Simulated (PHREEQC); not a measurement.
Make-up at 35 °C: 0.0097 mol HCl, 0.21 mol ZnSO4 and 0.055 mol Na2SO4 per kg of water. Closed to the air; pH follows from the charge balance.

Model: ion-association model, wateq4f.dat, run in PHREEQC.

Task: The ionic strength comes out as 0.488 mol/kgw. What activity coefficients do Zn(SO4)2-2, Na+, SO4-2, ZnCl+, Zn+2 get?

Result: Zn(SO4)2-2 0.28, Na+ 0.70, SO4-2 0.20, ZnCl+ 0.65, Zn+2 0.25.

Precipitation was switched off in this run.
